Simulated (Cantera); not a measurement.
An isothermal, constant-pressure homogeneous reactor starts with C2H4 : H2 = 1 : 20 (molar parts), at 1375 K and 0.0263 atm. Integrator tolerance rtol = 1e-08.

Detailed kinetics in Cantera: GRI-Mech 3.0 (53 species, 325 reactions). GRI-Mech 3.0 was tuned for natural gas; its chemistry of ethylene as a main component is partial and can be far from experiment. GRI-Mech 3.0 stops at C3 and has no aromatics, soot or wall deposition, so with more carbon than oxygen in the feed, carbon stays in small species such as C2H2 where larger ones or solid carbon would form. Radical loss at walls, strong at low pressure, is not modelled.

Question: What does this change do: temperature 1375 to 1600 K?

Answer: 
```tsv
quantity	before	after
x(C2H4) at 10.0 s	0.00123 (gas-phase equilibrium 0.00102)	0.000127 (gas-phase equilibrium 0.000125)
x(H2) at 10.0 s	0.954 (gas-phase equilibrium 0.945)	0.954 (gas-phase equilibrium 0.953)
x(C2H2) at 10.0 s	0.0440 (gas-phase equilibrium 0.0366)	0.0452 (gas-phase equilibrium 0.0446)
x(H) at 10.0 s	2.49e-5 (gas-phase equilibrium 2.05e-5)	0.000329 (gas-phase equilibrium 0.000327)
x(C2H6) at 10.0 s	5.00e-7 (gas-phase equilibrium 6.27e-7)	6.76e-9 (gas-phase equilibrium 1.34e-8)
x(CH4) at 10.0 s	0.000646 (gas-phase equilibrium 0.0173)	0.000300 (gas-phase equilibrium 0.00162)
x(C2H) at 10.0 s	9.27e-10 (gas-phase equilibrium 6.43e-10)	5.23e-8 (gas-phase equilibrium 5.14e-8)
```

Question: What does this change do: temperature 1375 to 1750 K?

Answer: 
| quantity | before | after |
|---|---|---|
| x(C2H4) at 10.0 s | 0.00123 (gas-phase equilibrium 0.00102) | 3.81e-5 (gas-phase equilibrium 3.80e-5) |
| x(H2) at 10.0 s | 0.954 (gas-phase equilibrium 0.945) | 0.953 (gas-phase equilibrium 0.953) |
| x(C2H2) at 10.0 s | 0.0440 (gas-phase equilibrium 0.0366) | 0.0452 (gas-phase equilibrium 0.0452) |
| x(H) at 10.0 s | 2.49e-5 (gas-phase equilibrium 2.05e-5) | 0.00140 (gas-phase equilibrium 0.00140) |
| x(C2H6) at 10.0 s | 5.00e-7 (gas-phase equilibrium 6.27e-7) | 1.06e-9 (gas-phase equilibrium 1.64e-9) |
| x(CH4) at 10.0 s | 0.000646 (gas-phase equilibrium 0.0173) | 0.000293 (gas-phase equilibrium 0.000446) |
| x(C2H) at 10.0 s | 9.27e-10 (gas-phase equilibrium 6.43e-10) | 4.68e-7 (gas-phase equilibrium 4.67e-7) |

Question: What does this change do: temperature 1375 to 1248 K?

Answer: 
```tsv
quantity	before	after
x(C2H4) at 10.0 s	0.00123 (gas-phase equilibrium 0.00102)	0.00796 (gas-phase equilibrium 0.00209)
x(H2) at 10.0 s	0.954 (gas-phase equilibrium 0.945)	0.953 (gas-phase equilibrium 0.920)
x(C2H2) at 10.0 s	0.0440 (gas-phase equilibrium 0.0366)	0.0371 (gas-phase equilibrium 0.0146)
x(H) at 10.0 s	2.49e-5 (gas-phase equilibrium 2.05e-5)	8.63e-6 (gas-phase equilibrium 2.76e-6)
x(C2H6) at 10.0 s	5.00e-7 (gas-phase equilibrium 6.27e-7)	1.52e-5 (gas-phase equilibrium 4.48e-6)
x(CH4) at 10.0 s	0.000646 (gas-phase equilibrium 0.0173)	0.00167 (gas-phase equilibrium 0.0634)
x(C2H) at 10.0 s	9.27e-10 (gas-phase equilibrium 6.43e-10)	9.59e-11 (gas-phase equilibrium 1.25e-11)
```
